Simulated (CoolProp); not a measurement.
Vapour-liquid equilibrium of ethanol (1) + toluene (2) at 0.528 MPa; x and y are mole fractions of (1).

The numbers come from the multi-fluid Helmholtz-energy mixture model, Schroeder 2014 and Lemmon 2006; pair parameters Bell 2016 in CoolProp.

```json
[
 {"x": "0.05", "bubble temperature (°C)": "163.1", "y at the bubble point": "0.308", "dew temperature at overall composition x (°C)": "178.4", "liquid density (mol/L)": "7.962"},
 {"x": "0.2", "bubble temperature (°C)": "141.3", "y at the bubble point": "0.609", "dew temperature at overall composition x (°C)": "169.8", "liquid density (mol/L)": "8.725"},
 {"x": "0.35", "bubble temperature (°C)": "134.5", "y at the bubble point": "0.694", "dew temperature at overall composition x (°C)": "160.4", "liquid density (mol/L)": "9.434"},
 {"x": "0.5", "bubble temperature (°C)": "131.5", "y at the bubble point": "0.740", "dew temperature at overall composition x (°C)": "149.8", "liquid density (mol/L)": "10.26"},
 {"x": "0.65", "bubble temperature (°C)": "129.5", "y at the bubble point": "0.785", "dew temperature at overall composition x (°C)": "137.9", "liquid density (mol/L)": "11.28"},
 {"x": "0.8", "bubble temperature (°C)": "128.0", "y at the bubble point": "0.849", "dew temperature at overall composition x (°C)": "129.1", "liquid density (mol/L)": "12.57"},
 {"x": "0.95", "bubble temperature (°C)": "127.2", "y at the bubble point": "0.953", "dew temperature at overall composition x (°C)": "127.2", "liquid density (mol/L)": "14.18"}
]
```

No azeotrope shows between x = 0.05 and 0.95.

The pair parameters rest on a limited set of measurements; away from them the model extrapolates.
